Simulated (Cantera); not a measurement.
Charge: 1 mol SiH2Cl2, 0.17 mol C3H8, a varied amount of H2, at 1348.15 K and 13.3 mbar.

These are equilibrium values from Cantera (NASA tables, ideal gas, pure condensed phases), not measurements of a reactor. Candidate condensed phases: C, C6H6, C7H8, C8H18, Si, SiC; 109 gas species. Mutual solubility and eutectic melting of coexisting phases are not modelled. The tables' values for SiCl3 are old estimates; treat these amounts as uncertain. Equilibrium is a limit: real reactors are often held back by kinetics, nucleation or transport.

x: gas mole fraction; n: condensed amount in mol.

```json
[
 {"n(H2) (mol)": "51", "x H2": "0.966", "x HCl": "0.0312", "x SiCl2": "[?]", "x SiCl3": "7.73e-5", "x H": "1.97e-5", "x SiHCl3": "1.86e-5", "x SiCl4": "1.06e-5", "n Si(s)": "0.332", "n SiC(s)": "0.510"},
 {"n(H2) (mol)": "67", "x H2": "0.973", "x HCl": "0.0249", "x SiCl2": "[?]", "x SiCl3": "3.89e-5", "x H": "1.98e-5", "x SiHCl3": "9.38e-6", "x SiCl4": "4.23e-6", "n Si(s)": "0.361", "n SiC(s)": "0.510"},
 {"n(H2) (mol)": "88", "x H2": "0.979", "x HCl": "0.0197", "x SiCl2": "[?]", "x SiCl3": "1.91e-5", "x H": "1.99e-5", "x SiHCl3": "4.62e-6", "x SiCl4": "1.64e-6", "n Si(s)": "0.386", "n SiC(s)": "0.510"},
 {"n(H2) (mol)": "120", "x H2": "0.984", "x HCl": "0.0150", "x SiCl2": "[?]", "x SiCl3": "8.29e-6", "x H": "1.99e-5", "x SiHCl3": "2.01e-6", "x SiCl4": "5.39e-7", "n Si(s)": "0.410", "n SiC(s)": "0.510"},
 {"n(H2) (mol)": "150", "x H2": "0.987", "x HCl": "0.0122", "x SiCl2": "[?]", "x SiCl3": "4.49e-6", "x H": "2.00e-5", "x SiHCl3": "1.09e-6", "x SiCl4": "2.38e-7", "n Si(s)": "0.424", "n SiC(s)": "0.510"},
 {"n(H2) (mol)": "200", "x H2": "0.990", "x HCl": "0.00936", "x SiCl2": "[?]", "x SiCl3": "2.00e-6", "x H": "2.00e-5", "x SiHCl3": "4.87e-7", "x SiCl4": "8.11e-8", "n Si(s)": "0.439", "n SiC(s)": "0.510"},
 {"n(H2) (mol)": "270", "x H2": "0.993", "x HCl": "0.00705", "x SiCl2": "[?]", "x SiCl3": "8.52e-7", "x H": "2.00e-5", "x SiHCl3": "2.07e-7", "x SiCl4": "2.59e-8", "n Si(s)": "0.451", "n SiC(s)": "0.510"},
 {"n(H2) (mol)": "350", "x H2": "0.994", "x HCl": "0.00550", "x SiCl2": "[?]", "x SiCl3": "4.03e-7", "x H": "2.00e-5", "x SiHCl3": "9.83e-8", "x SiCl4": "9.57e-9", "n Si(s)": "0.460", "n SiC(s)": "0.510"},
 {"n(H2) (mol)": "460", "x H2": "0.996", "x HCl": "0.00422", "x SiCl2": "[?]", "x SiCl3": "1.82e-7", "x H": "2.00e-5", "x SiHCl3": "4.44e-8", "x SiCl4": "3.31e-9", "n Si(s)": "0.467", "n SiC(s)": "0.510"},
 {"n(H2) (mol)": "610", "x H2": "0.997", "x HCl": "0.00321", "x SiCl2": "[?]", "x SiCl3": "7.97e-8", "x H": "2.00e-5", "x SiHCl3": "1.94e-8", "x SiCl4": "1.10e-9", "n Si(s)": "0.472", "n SiC(s)": "0.510"},
 {"n(H2) (mol)": "810", "x H2": "0.998", "x HCl": "0.00243", "x SiCl2": "[?]", "x SiCl3": "3.45e-8", "x H": "2.01e-5", "x SiHCl3": "8.43e-9", "x SiCl4": "3.61e-10", "n Si(s)": "0.477", "n SiC(s)": "0.510"},
 {"n(H2) (mol)": "1100", "x H2": "0.998", "x HCl": "0.00180", "x SiCl2": "[?]", "x SiCl3": "1.40e-8", "x H": "2.01e-5", "x SiHCl3": "3.41e-9", "x SiCl4": "1.08e-10", "n Si(s)": "0.480", "n SiC(s)": "0.510"}
]
```

Question: Some entries are withheld; supply them.

Answer: 
- 51, x SiCl2: 0.00284
- 67, x SiCl2: 0.00179
- 88, x SiCl2: 0.00112
- 120, x SiCl2: 0.000640
- 150, x SiCl2: 0.000425
- 200, x SiCl2: 0.000248
- 270, x SiCl2: 0.000140
- 350, x SiCl2: 8.53e-5
- 460, x SiCl2: 5.02e-5
- 610, x SiCl2: 2.89e-5
- 810, x SiCl2: 1.66e-5
- 1100, x SiCl2: 9.06e-6
